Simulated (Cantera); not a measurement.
**Ignition delay**

Mixture: 2.25 % CH4, 0.360 % C2H6, 27.0 % O2, 70.4 % N2, equivalence ratio 0.21, at 0.900 bar, adiabatic and at constant volume. Ignition delay is the time to a rise of 400 K.

Model: GRI-Mech 3.0 (53 species, 325 reactions), integrated in Cantera.

```tsv
T0 (K)	delay (ms)
1075	24.7
1125	9.43
1175	4.18
1225	2.08
1275	1.13
1325	0.661
1375	0.409
1425	0.266
1475	0.180
```

- apparent activation energy between 1375 and 1475 K = 140 kJ/mol
